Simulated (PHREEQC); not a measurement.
Dissolve 0.076 mol CuCl2, 0.65 mol HCl and 0.009 mol NaCl per kg of water at 20 °C. Closed to the air; pH follows from the charge balance.

Model: ion-association model, phreeqc.dat, run in PHREEQC.

Each row changes one thing in this solution. This is a speciation only: nothing precipitates in the calculation.

```tsv
case	pH	ionic strength (mol/kgw)	Cu+2 (mol/kgw)	CuCl+ (mol/kgw)	CuCl2 (mol/kgw)	CuCl3- (mol/kgw)	SI of Halite (NaCl)
as made	0.31	0.841	0.0540	0.0196	0.00246	7.67e-6	-4.06
temperature from 20 to 60 °C	0.32	0.774	0.0236	0.0447	0.00769	4.28e-5	-4.14
HCl from 0.65 to 0.325 mol/kgw	0.60	0.529	0.0600	…	0.00130	2.23e-6	-4.27
CuCl2 from 0.076 to 0.038 mol/kgw	0.31	0.751	0.0274	0.00941	0.00114	3.18e-6	-4.10
CuCl2 from 0.076 to 0.0076 mol/kgw	0.31	0.677	0.00557	…	0.000212	5.42e-7	-4.13
HCl from 0.65 to 1.3 mol/kgw	0.02	1.47	0.0452	0.0261	0.00464	3.09e-5	-3.80
```

Problem. Some entries are withheld; supply them.

Solution. 
- HCl from 0.65 to 0.325 mol/kgw, CuCl+ (mol/kgw): 0.0146
- CuCl2 from 0.076 to 0.0076 mol/kgw, CuCl+ (mol/kgw): 0.00182

The ionic strength passes 0.7 mol/kgw, the rough limit of the ion-association models, in as made; temperature from 20 to 60 °C; CuCl2 from 0.076 to 0.038 mol/kgw; HCl from 0.65 to 1.3 mol/kgw. Constants without temperature data keep their 25 °C values here.
